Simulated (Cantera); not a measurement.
Cantera run, input and output.

```python
import numpy as np
import cantera as ct

gas = ct.Solution("gri30.yaml")


def delay(T, t_max=10):
    gas.TPX = T, 380000, {'H2': 1, 'O2': 1.19, 'N2': 4.48, 'NO': 0.01}
    reactor = ct.IdealGasConstPressureReactor(gas, clone=False)
    net = ct.ReactorNet([reactor])
    net.rtol, net.atol = 1e-8, 1e-16
    while net.time < t_max:
        t_old, T_old = net.time, reactor.T
        net.step()
        if reactor.T > T + 400:  # ignition: a rise of 400 K
            return t_old + (T + 400 - T_old) / (reactor.T - T_old) * (net.time - t_old)
    return np.nan


taus = []
for T in [875, 950, 1025, 1100, 1175, 1250, 1325, 1400]:
    taus.append(delay(T))
    print(f"T0 = {T:6g} K   tau = {taus[-1]:.4e} s")
```

It prints:

```
T0 =    875 K   tau = 1.4141e-03 s
T0 =    950 K   tau = 4.5438e-04 s
T0 =   1025 K   tau = 1.3791e-04 s
T0 =   1100 K   tau = 4.7023e-05 s
T0 =   1175 K   tau = 2.1168e-05 s
T0 =   1250 K   tau = 1.2313e-05 s
T0 =   1325 K   tau = 8.3777e-06 s
T0 =   1400 K   tau = 6.2910e-06 s
```

Detailed kinetics in Cantera: GRI-Mech 3.0 (53 species, 325 reactions). The hydrogen kinetics of GRI-Mech 3.0 are dated; newer H2 mechanisms differ, most at raised pressure. The mechanism lacks 2 NO + O2 → 2 NO2 and HONO, so NO2 and the effect of NO are under-described below about 1400 K. Below about 950 K walls govern HO2 and H2O2 in real vessels.
